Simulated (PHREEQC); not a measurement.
A solution holds 0.068 mol H2SO4, 0.02 mol LiCl and 0.11 mol MnSO4 per kg of water, at 25 °C. Closed to the air; pH follows from the charge balance.

Computed with PHREEQC (ion-association model, phreeqc.dat).

Question: The ionic strength comes out as 0.334 mol/kgw. What activity coefficients do H+, MnCl+, Mn+2, Cl-, HSO4- get?

Answer: H+ 0.78, MnCl+ 0.71, Mn+2 0.28, Cl- 0.68, HSO4- 0.73.

This is a speciation only: nothing precipitates in the calculation.
